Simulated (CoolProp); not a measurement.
R141b at several states: Z from the reference equation and from simpler models built on Tc = 204.4 °C, pc = 42.12 bar, ω = 0.220; each cubic takes its own stable root.

Values from CoolProp's reference Helmholtz-energy equation of state, Lemmon 2006. It is a short technical equation, of lower accuracy than the large ones.

```tsv
T (°C)	p (bar)	phase	reference
-30.65	8.59	liquid	0.03723
16.75	3.87	liquid	0.01502
40.05	0.42	gas	0.9860
221.05	7.65	gas	0.9450
-61.85	4.09	liquid	0.01954
```

### Question
How far does each simpler model (van der Waals, Peng-Robinson) lie from the reference over these 5 states: mean and median of the absolute difference, and the worst?

### Answer
- van der Waals: mean 1211.7 %, median 64.8 %, worst +5926.6 % at 16.75 °C and 3.87 bar
- Peng-Robinson: mean 1.8 %, median 1.8 %, worst -3.6 % at 16.75 °C and 3.87 bar

At some of these states van der Waals gives the other phase, because its saturation line lies elsewhere.
